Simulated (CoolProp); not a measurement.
Vapour pressure (MPa) of sulfur dioxide: the reference equation beside estimates from Tc = 430.6 K, pc = 7.887 MPa, ω = 0.256. Clausius-Clapeyron is anchored at 311.6 K with a constant enthalpy of vaporisation of 21.92 kJ/mol.

The numbers come from the reference Helmholtz-energy equation of state, Gao 2016 in CoolProp.

```
T (K)  reference  Clausius-Clapeyron  van der Waals  Redlich-Kwong  Soave-Redlich-Kwong  Peng-Robinson
-----  ---------  ------------------  -------------  -------------  -------------------  -------------
298.8     0.4007              0.4187          1.511         0.6398               0.4003         0.3993
302       0.4452              0.4597          1.596         0.7003               0.4450         0.4434
305.2     0.4934              0.5038          1.683         0.7648               0.4935     (withheld)
308.4     0.5454              0.5510          1.774         0.8335               0.5459         0.5428
311.6     0.6016              0.6016          1.868         0.9065               0.6026         0.5985
314.8     0.6620              0.6556          1.965         0.9839               0.6636         0.6585
318       0.7269              0.7132          2.065          1.066               0.7292         0.7230
321.2     0.7966              0.7746          2.169          1.153               0.7996         0.7922
324.4     0.8712          (withheld)          2.275          1.244               0.8751         0.8664
327.6     0.9509              0.9093          2.385          1.341               0.9558         0.9458
330.8      1.036              0.9829          2.499          1.442                1.042          1.031
334        1.127               1.061          2.616          1.549                1.134          1.121
337.2      1.223               1.143          2.736          1.662                1.232          1.217
340.4      1.326               1.231          2.859          1.780                1.336     (withheld)
343.6      1.435               1.323          2.987          1.903                1.447          1.428
```

Task: Fill in the missing entries.

Result: 
- 305.2, Peng-Robinson: 0.4912
- 324.4, Clausius-Clapeyron: 0.8399
- 340.4, Peng-Robinson: 1.320

Absolute difference from the reference over all 15 rows, mean and median: Clausius-Clapeyron 3.8 and 3.6 %, van der Waals 179.9 and 172.3 %, Redlich-Kwong 45.2 and 44.7 %, Soave-Redlich-Kwong 0.4 and 0.4 %, Peng-Robinson 0.5 and 0.5 %.
